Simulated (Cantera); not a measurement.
Input: 1 mol V, 23 mol H2O, 13 mol H2, 1.4 mol O2.

Cantera equilibrium calculation (NASA polynomials, part measured and part estimated; ideal gas, pure solids and liquids). Candidate condensed phases: H2O, V, VO, V2O3, V2O4, V2O5; 12 gas species. Condensed phases not in the tables: the oxides between V2O3 and V2O5 other than VO2. The numbers say what is thermodynamically allowed, not how fast it happens.

What condenses at these points (T in K, P in Pa): (2075, 22); (2100, 320); (1975, 4600); (2025, 1.5); (1925, 4600)?


| T (K) | P in Pa | condensed phases | V condensed (%) |
|---|---|---|---|
| 2075 | 22 | gas only | 0.0 |
| 2100 | 320 | gas only | 0.0 |
| 1975 | 4600 | V2O3 | 93.8 |
| 2025 | 1.5 | gas only | 0.0 |
| 1925 | 4600 | V2O3 | 97.0 |
